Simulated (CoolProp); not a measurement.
1000 sccm (0 °C, 1 atm) of nitrogen bubbles through liquid dimethyl carbonate at 322.2 K and leaves saturated at a total pressure of 0.15 MPa (ideal gas phase). Each further row changes one setting.

Model: reference Helmholtz-energy equation of state, Zhou 2011, in CoolProp.

```tsv
case	vapour pressure (kPa)	mole fraction of vapour	delivery (mg/min)	delivery (sccm)	change of delivery for a bath 1 K warmer (%)
as stated	22.3	0.149	704	175	5.1
bath temperature 327.2 K	27.5	0.184	904	225	5.2
total pressure 0.3 MPa	22.3	0.0745	323	80.5	4.7
```
